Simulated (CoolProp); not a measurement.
A single-stage vapour-compression cycle with n-hexane: evaporating at 292.15 K (dew point), condensing at 313.15 K (bubble point), superheat 5 K, subcooling 0 K, compressor efficiency 0.8, no pressure losses. Each further row changes one setting.

Computed with CoolProp (reference Helmholtz-energy equation of state, Thol 2019).

| case | cooling COP | pressure ratio | discharge temperature (K) | refrigerating effect (kJ/kg) | volumetric capacity (kJ/m³) |
|---|---|---|---|---|---|
| as stated | … | 2.41 | 316.7 | 330 | 180 |
| evaporating temperature 297.15 K | 14.1 | 1.93 | 316.8 | 338 | … |
| condensing temperature 308.15 K | … | 1.98 | 312.3 | 342 | 186 |
| subcooling 5 K | 10.7 | 2.41 | 316.7 | 342 | 186 |
| superheat 15 K | 10.5 | 2.41 | 326.8 | 347 | … |
| compressor efficiency 0.7 | 9.07 | 2.41 | 319.3 | 330 | 180 |

Q: Complete the blanks.

A: 
- as stated, cooling COP: 10.4
- evaporating temperature 297.15 K, volumetric capacity (kJ/m³): 227
- condensing temperature 308.15 K, cooling COP: 13.9
- superheat 15 K, volumetric capacity (kJ/m³): 183
